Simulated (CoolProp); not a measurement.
Fluorine at 233.41 K and 8.91 MPa is throttled through a valve to 4.07 MPa with no heat exchange. Each further row changes one setting.

The numbers come from the reference Helmholtz-energy equation of state, de Reuck 1990 in CoolProp.

| case | temperature change (K) | final phase | final density (kg/m³) |
|---|---|---|---|
| as stated | -13.8 | gas | ? |
| outlet pressure 1.22 MPa | ? | gas | ? |
| outlet pressure 5.29 MPa | ? | supercritical | ? |

**Question.** What belongs in the gaps?

**Answer.** 
- as stated, final density (kg/m³): 90.6
- outlet pressure 1.22 MPa, temperature change (K): -23.9
- outlet pressure 1.22 MPa, final density (kg/m³): 27.2
- outlet pressure 5.29 MPa, temperature change (K): -9.9
- outlet pressure 5.29 MPa, final density (kg/m³): 117
